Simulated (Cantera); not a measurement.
An adiabatic, constant-volume homogeneous reactor starts with CH4 : H2 : O2 : N2 = 1 : 0.18 : 4.18 : 15.7 (molar parts), equivalence ratio 0.50, at 1125 K and 1.00 bar. Integrator tolerance rtol = 1e-08.

Model: GRI-Mech 3.0 (53 species, 325 reactions), integrated in Cantera.

Task: What does this change do: constant pressure in place of constant volume?

Result: 
| quantity | before | after |
|---|---|---|
| time of steepest temperature rise | 13.9 ms | 14.6 ms |
| temperature at 3.00 s | 2372 K | 2150 K |
| equilibrium temperature | 2372 K | 2150 K |
| x(CH4) at 3.00 s | <1e-12 (gas-phase equilibrium <1e-12) | <1e-12 (gas-phase equilibrium <1e-12) |
| x(H2) at 3.00 s | 0.000702 (gas-phase equilibrium 0.000702) | 0.000276 (gas-phase equilibrium 0.000276) |
| x(O2) at 3.00 s | 0.0924 (gas-phase equilibrium 0.0924) | 0.0951 (gas-phase equilibrium 0.0951) |
| x(CH2) at 3.00 s | <1e-12 (gas-phase equilibrium <1e-12) | <1e-12 (gas-phase equilibrium <1e-12) |
| x(CH3) at 3.00 s | <1e-12 (gas-phase equilibrium <1e-12) | <1e-12 (gas-phase equilibrium <1e-12) |
| x(CH2CO) at 3.00 s | <1e-12 (gas-phase equilibrium <1e-12) | <1e-12 (gas-phase equilibrium <1e-12) |

Task: What does this change do: H2 0.18 to 0.26 parts?

Result: 
```json
[
 {"quantity": "time of steepest temperature rise", "before": "13.9 ms", "after": "8.37 ms"},
 {"quantity": "temperature at 3.00 s", "before": "2372 K", "after": "2390 K"},
 {"quantity": "equilibrium temperature", "before": "2372 K", "after": "2390 K"},
 {"quantity": "x(CH4) at 3.00 s", "before": "<1e-12 (gas-phase equilibrium <1e-12)", "after": "<1e-12 (gas-phase equilibrium <1e-12)"},
 {"quantity": "x(H2) at 3.00 s", "before": "0.000702 (gas-phase equilibrium 0.000702)", "after": "0.000805 (gas-phase equilibrium 0.000805)"},
 {"quantity": "x(O2) at 3.00 s", "before": "0.0924 (gas-phase equilibrium 0.0924)", "after": "0.0901 (gas-phase equilibrium 0.0901)"},
 {"quantity": "x(CH2) at 3.00 s", "before": "<1e-12 (gas-phase equilibrium <1e-12)", "after": "<1e-12 (gas-phase equilibrium <1e-12)"},
 {"quantity": "x(CH3) at 3.00 s", "before": "<1e-12 (gas-phase equilibrium <1e-12)", "after": "<1e-12 (gas-phase equilibrium <1e-12)"},
 {"quantity": "x(CH2CO) at 3.00 s", "before": "<1e-12 (gas-phase equilibrium <1e-12)", "after": "<1e-12 (gas-phase equilibrium <1e-12)"}
]
```
